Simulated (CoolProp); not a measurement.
Properties of hexamethyldisiloxane (MM) at several states.

Model: reference Helmholtz-energy equation of state, Thol 2016, in CoolProp.

| T (°C) | p (bar) | phase | density (kg/m³) | cp (kJ/(kg K)) | cv (kJ/(kg K)) | expansivity (1/kK) | fugacity coefficient |
|---|---|---|---|---|---|---|---|
| 317.25 | 66.8 | supercritical | 395.2 | 2.680 | 2.218 | 4.616 | ___ |
| 151.05 | 0.823 | gas | ___ | ___ | ___ | 2.637 | 0.9694 |
| 130.85 | 0.928 | gas | ___ | 1.798 | ___ | 2.890 | ___ |
| -41.75 | 0.646 | liquid | 828.3 | 1.757 | 1.406 | 1.225 | ___ |

Problem. Some entries are withheld; supply them.

Solution. 
- 317.25, fugacity coefficient: 0.4784
- 151.05, density (kg/m³): 3.912
- 151.05, cp (kJ/(kg K)): 1.844
- 151.05, cv (kJ/(kg K)): 1.784
- 130.85, density (kg/m³): 4.686
- 130.85, cv (kJ/(kg K)): 1.734
- 130.85, fugacity coefficient: 0.9590
- -41.75, fugacity coefficient: 0.0008349
